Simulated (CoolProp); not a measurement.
Properties of R1123 along the isobar 1.01 bar.

The numbers come from the reference Helmholtz-energy equation of state, Akasaka 2020 in CoolProp.

| T (K) | phase | density (kg/m³) | Joule-Thomson coefficient (K/MPa) |
|---|---|---|---|
| 305.4 | gas | 3.297 | 12.27 |
| 322.9 | gas | 3.112 | 10.50 |
| 340.5 | gas | 2.947 | 9.093 |
| 358 | gas | 2.800 | 7.973 |
| 375.6 | gas | 2.666 | 7.052 |
| 393.1 | gas | 2.546 | 6.291 |
| 410.7 | gas | 2.435 | 5.645 |
| 428.2 | gas | 2.334 | 5.097 |
| 445.8 | gas | 2.241 | 4.621 |
| 463.3 | gas | 2.155 | 4.209 |
